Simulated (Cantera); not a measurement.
An isothermal, constant-pressure homogeneous reactor starts with CH4 : H2O = 1 : 1.5 (molar parts), at 1950 K and 100.0 Torr.

Computed with Cantera and GRI-Mech 3.0 (53 species, 325 reactions).

One state of this run: x CH4 = 0.0193; x H2O = 0.378; x C2H6 = 6.75e-6; x H2O2 = 8.35e-11; x O2 = 6.18e-8; x CO = 0.0339. x: mole fraction; the columns are a selection and need not sum to one.

### Question
Which value of t (s) does it belong to?
A) 0.00272
B) 0.0344
C) 2.37
D) 0.00633

### Answer
D, 0.00633
